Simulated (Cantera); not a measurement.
A perfectly stirred reactor is fed with CH4 : H2 : N2 = 1 : 9 : 0.018 (molar parts), at 0.000910 bar; it is held at 2000 K, and followed from long to short residence time.

Model: GRI-Mech 3.0 (53 species, 325 reactions), integrated in Cantera. GRI-Mech 3.0 stops at C3 and has no aromatics, soot or wall deposition, so with more carbon than oxygen in the feed, carbon stays in small species such as C2H2 where larger ones or solid carbon would form. Radical loss at walls, strong at low pressure, is not modelled.

Question: Predict: x(CH4) at τ = 16.0 s; x(H2) at τ = 16.0 s; x(CH2) at τ = 16.0 s; x(H) at τ = 16.0 s; x(C2H6) at τ = 16.0 s; x(CH4) at τ = 0.240 s; x(H2) at τ = 0.240 s; x(CH2) at τ = 0.240 s; x(H) at τ = 0.240 s; x(C2H6) at τ = 0.240 s.

Answer: 
| Quantity | Value |
|---|---|
| x(CH4) at τ = 16.0 s | 0.00277 |
| x(H2) at τ = 16.0 s | 0.940 |
| x(CH2) at τ = 16.0 s | 9.53e-6 |
| x(H) at τ = 16.0 s | 0.0116 |
| x(C2H6) at τ = 16.0 s | 4.40e-8 |
| x(CH4) at τ = 0.240 s | 0.0493 |
| x(H2) at τ = 0.240 s | 0.919 |
| x(CH2) at τ = 0.240 s | 1.82e-5 |
| x(H) at τ = 0.240 s | 0.00454 |
| x(C2H6) at τ = 0.240 s | 5.06e-6 |
